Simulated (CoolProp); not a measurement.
Model: reference Helmholtz-energy equation of state, Lemmon 2006, in CoolProp. It is a short technical equation, of lower accuracy than the large ones.

Q: For n-decane, give the phase and the density (kg/m³), cv (kJ/(kg K)), speed of sound (m/s), Joule-Thomson coefficient (K/MPa) at 324 K and 0.101 MPa; 353.9 K and 0.101 MPa.

A: 
- 324 K and 0.101 MPa: liquid; density 706, cv 1.88, speed of sound 1130, Joule-Thomson coefficient -0.397
- 353.9 K and 0.101 MPa: liquid; density 683, cv 2.00, speed of sound 1020, Joule-Thomson coefficient -0.357
